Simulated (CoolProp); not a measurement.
A single-stage vapour-compression cycle with ethane: evaporating at 216.15 K (dew point), condensing at 258.15 K (bubble point), superheat 10 K, subcooling 2 K, compressor efficiency 0.7, no pressure losses. Each further row changes one setting.

Model: reference Helmholtz-energy equation of state, Bücker 2006, in CoolProp.

```tsv
case	cooling COP	pressure ratio	discharge temperature (K)	refrigerating effect (kJ/kg)	volumetric capacity (kJ/m³)
as stated	(withheld)	3.83	310.9	346	2560
evaporating temperature 221.15 K	3.36	(withheld)	304.6	351	3100
condensing temperature 253.15 K	3.32	3.34	301.9	361	2670
subcooling 7 K	2.96	3.83	310.9	361	2670
superheat 20 K	2.81	3.83	322.4	362	2540
compressor efficiency 0.6	2.43	3.83	(withheld)	346	2560
```

Fill in the missing entries.


- as stated, cooling COP: 2.83
- evaporating temperature 221.15 K, pressure ratio: 3.17
- compressor efficiency 0.6, discharge temperature (K): 320.9
